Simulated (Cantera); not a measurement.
Si2Cl6 + H2 (silicon epitaxy and polysilicon growth)

A closed system holds: 1 mol Si2Cl6, 54 mol H2, equilibrated at 0.490 bar.

Equilibrium computed with Cantera from the NASA thermochemical tables; the gas is ideal and each condensed phase is pure. Candidate condensed phases: Si; 19 gas species. The feed counts by its element totals alone. The tables' values for SiCl3, SiCl are old estimates; treat these amounts as uncertain. Gases not in the tables: Si2H6 and higher silanes. Rates play no part.

```csv
T (K),x H2,x HCl,x SiCl2,x SiCl4,n Si(s),n Si(l)
1123,0.953,0.0213,0.00100,0.0126,0.592,0
1173,0.948,0.0281,0.00190,0.0109,0.675,0
1223,0.942,0.0357,0.00330,0.00892,0.756,0
1273,0.936,0.0435,0.00523,0.00675,0.830,0
1323,0.930,0.0507,0.00757,0.00467,0.887,0
1373,0.924,0.0567,0.0100,0.00294,0.926,0
1423,0.920,0.0611,0.0122,0.00170,0.948,0
1473,0.918,0.0639,0.0140,0.000921,0.957,0
1523,0.916,0.0655,0.0153,0.000486,0.957,0
1573,0.915,0.0663,0.0163,0.000256,0.951,0
1623,0.915,0.0667,0.0170,0.000137,0.943,0
1673,0.914,0.0668,0.0176,7.45e-5,0.933,0
1723,0.914,0.0679,0.0174,4.19e-5,0,0.956
1773,0.913,0.0694,0.0170,2.42e-5,0,0.994
```
x: gas mole fraction; n: condensed amount in mol.

From 1123 K to 1673 K the condensed part is Si(s). From 1723 K to 1773 K the condensed part is Si(l). The main Si-bearing gas is SiCl4 at 1123 K and SiCl2 at 1773 K. The share of Si in condensed phases is highest at 1773 K (49.7 %) and lowest at 1123 K (29.6 %).
